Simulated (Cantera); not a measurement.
A closed system holds: 1 mol SiO2, 4.2 mol F2, 0.13 mol O2, at 1348 K and 7.50 Torr.

These are equilibrium values from Cantera (NASA tables, ideal gas, pure condensed phases), not measurements of a reactor. Candidate condensed phases: Si, SiO2; 17 gas species. Kinetics and transport are ignored.

Base state: F 0.670, O2 0.174, SiF4 0.154, F2 0.00273 (mole fractions); condensed: gas only.

Q: What changes in the equilibrium state with this change: temperature from 1348 K to 698 K?

A: 
```csv
species,before,after
F2,0.00273,0.501
O2,0.174,0.260
SiF4,0.154,0.230
F,0.670,0.00979
```
